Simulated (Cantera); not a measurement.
Input (Python, Cantera) and output of one run.

```python
import numpy as np
import cantera as ct

gas_names = """
    B BF BF2 BF3 BH BHF2 BH2 BH3 BN B2 F F2 H HF H2 H2F2 H3F3 H4F4 H5F5 H6F6 H7F7 N NF NF2 NF3 NH NH2
    NH3 N2 N2H2 N2H4
""".split()
cond_names = """
    B(b) B(L) BN(s)
""".split()


# ... load() reads the species with a 1 bar reference pressure and builds the phases ...
atoms = {
    'BF3': {'B': 1, 'F': 3},
    'NH3': {'N': 1, 'H': 3},
    'H2': {'H': 2},
}
top_T = {'BN(s)': 3200}  # K; cautious upper limits of use, not melting points


# ... equilibrate(T, P, feed) seeds the gas with the atoms and calls Mixture.equilibrate('TP', solver="vcs", rtol=1e-11, max_steps=5000) ...
results = []
feed = {'BF3': 1, 'NH3': 4, 'H2': 120}  # mol
for P in [10, 46, 220, 1000, 4600, 22000, 100000]:
    for T in [823, 973, 1123, 1273, 1423, 1573, 1723, 1873, 2023, 2173, 2323, 2473]:
        mix = equilibrate(T, P, feed)
        results.append((T, P, feed, dict(zip(mix.species_names, mix.species_moles))))

for T, P, feed, n in results:
    print(f"{T:7g} {P:10.4g}  " + (" + ".join(c for c in cond_names if n.get(c, 0) > 1e-12) or "gas only"))
```

Output:

```
    823         10  BN(s)
    973         10  BN(s)
   1123         10  BN(s)
   1273         10  BN(s)
   1423         10  BN(s)
   1573         10  gas only
   1723         10  gas only
   1873         10  gas only
   2023         10  gas only
   2173         10  gas only
   2323         10  gas only
   2473         10  gas only
    823         46  BN(s)
    973         46  BN(s)
   1123         46  BN(s)
   1273         46  BN(s)
   1423         46  BN(s)
   1573         46  gas only
   1723         46  gas only
   1873         46  gas only
   2023         46  gas only
   2173         46  gas only
   2323         46  gas only
   2473         46  gas only
    823        220  BN(s)
    973        220  BN(s)
   1123        220  BN(s)
   1273        220  BN(s)
   1423        220  BN(s)
   1573        220  BN(s)
   1723        220  gas only
   1873        220  gas only
   2023        220  gas only
   2173        220  gas only
   2323        220  gas only
   2473        220  gas only
    823       1000  BN(s)
    973       1000  BN(s)
   1123       1000  BN(s)
   1273       1000  BN(s)
   1423       1000  BN(s)
   1573       1000  BN(s)
   1723       1000  gas only
   1873       1000  gas only
   2023       1000  gas only
   2173       1000  gas only
   2323       1000  gas only
   2473       1000  gas only
    823       4600  BN(s)
    973       4600  BN(s)
   1123       4600  BN(s)
   1273       4600  BN(s)
   1423       4600  BN(s)
   1573       4600  BN(s)
   1723       4600  BN(s)
   1873       4600  gas only
   2023       4600  gas only
   2173       4600  gas only
   2323       4600  gas only
   2473       4600  gas only
    823    2.2e+04  BN(s)
    973    2.2e+04  BN(s)
   1123    2.2e+04  BN(s)
   1273    2.2e+04  BN(s)
   1423    2.2e+04  BN(s)
   1573    2.2e+04  BN(s)
   1723    2.2e+04  BN(s)
   1873    2.2e+04  BN(s)
   2023    2.2e+04  gas only
   2173    2.2e+04  gas only
   2323    2.2e+04  gas only
   2473    2.2e+04  gas only
    823      1e+05  BN(s)
    973      1e+05  BN(s)
   1123      1e+05  BN(s)
   1273      1e+05  BN(s)
   1423      1e+05  BN(s)
   1573      1e+05  BN(s)
   1723      1e+05  BN(s)
   1873      1e+05  BN(s)
   2023      1e+05  BN(s)
   2173      1e+05  gas only
   2323      1e+05  gas only
   2473      1e+05  gas only
```

These are equilibrium values from Cantera (NASA tables, ideal gas, pure condensed phases), not measurements of a reactor. The tables' values for BF2 are old estimates.
